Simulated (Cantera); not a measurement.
Mixture: CO : H2 : O2 : N2 = 1 : 0.14 : 1.19 : 4.47 (molar parts), equivalence ratio 0.48, at 0.350 bar, adiabatic and at constant volume. Ignition delay is the time to a rise of 400 K.

Cantera simulation using GRI-Mech 3.0 (53 species, 325 reactions); the numbers are that mechanism's predictions, not measurements. Where the delays flatten at high temperature, the 400 K rule measures the pace of heat release, not the induction time.

Q: Predict: delay at 1100 K; delay at 1175 K; delay at 1250 K; delay at 1325 K; delay at 1400 K; delay at 1475 K; delay at 1550 K.

A: 
| Property | Value |
|---|---|
| delay at 1100 K | 0.625 ms |
| delay at 1175 K | 0.486 ms |
| delay at 1250 K | 0.415 ms |
| delay at 1325 K | 0.382 ms |
| delay at 1400 K | 0.372 ms |
| delay at 1475 K | 0.382 ms |
| delay at 1550 K | 0.408 ms |
